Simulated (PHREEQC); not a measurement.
Dissolve 3.9 mmol/kgw HF, 1.6 mmol/kgw H2SiF6, 7 mmol/kgw HBF4 and 180 mmol/kgw HNO3 at 50 °C. Closed to the air; pH follows from the charge balance.

Computed with PHREEQC (ion-association model, phreeqc.dat).

Each row changes one thing in this solution. This is a speciation only: nothing precipitates in the calculation.

```csv
case,pH,ionic strength (mol/kgw),HF (mol/kgw),BF4- (mol/kgw),H3BO3 (mol/kgw),BF3OH- (mol/kgw)
as made,0.83,0.188,0.0148,0.00484,0.00193,0.000189
H2SiF6 from 0.0016 to 0.00016 mol/kgw,0.83,0.185,0.0138,0.00444,0.00233,0.000186
HBF4 from 0.007 to 0.0014 mol/kgw,0.84,0.183,0.0121,0.000725,0.000632,3.46e-5
HNO3 from 0.18 to 0.9 mol/kgw,0.17,0.908,0.0168,0.00467,0.00217,0.000133
HNO3 from 0.18 to 0.162 mol/kgw,0.87,0.171,0.0146,0.00486,0.00191,0.000193
HNO3 replaced by Cd(NO3)2 at the same molality,2.11,0.519,0.00772,0.00545,0.00102,0.000378
diluted 100-fold with water,2.75,0.00188,0.000333,2.28e-9,7.00e-5,4.15e-9
HF left out,0.83,0.188,0.0137,0.00440,0.00238,0.000185
H2SiF6 replaced by KHF2 at the same molality,0.84,0.185,0.0149,0.00488,0.00189,0.000190
```

The ionic strength passes 0.7 mol/kgw, the rough limit of the ion-association models, in HNO3 from 0.18 to 0.9 mol/kgw. Some of these states are supersaturated (in Quartz (slow to form), Chalcedony (slow to form), for instance). Constants without temperature data keep their 25 °C values here. SiF6-2 is the database's only silicon fluoride. Real BF4- forms and hydrolyses slowly; the run takes it at equilibrium.
